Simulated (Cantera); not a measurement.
An adiabatic, constant-pressure homogeneous reactor starts with 3.74 % CH4, 20.3 % O2, 76.0 % N2, at 1548 K and 3750 Torr.

Computed with Cantera and GRI-Mech 3.0 (53 species, 325 reactions).

Q: Predict: time of steepest temperature rise; temperature at 0.300 s; equilibrium temperature; x(O2) at 0.300 s; x(CO) at 0.300 s.

A: 
| Quantity | Result |
|---|---|
| time of steepest temperature rise | 0.156 ms |
| temperature at 0.300 s | 2288 K |
| equilibrium temperature | 2288 K |
| x(O2) at 0.300 s | 0.121 (gas-phase equilibrium 0.121) |
| x(CO) at 0.300 s | 0.000515 (gas-phase equilibrium 0.000515) |
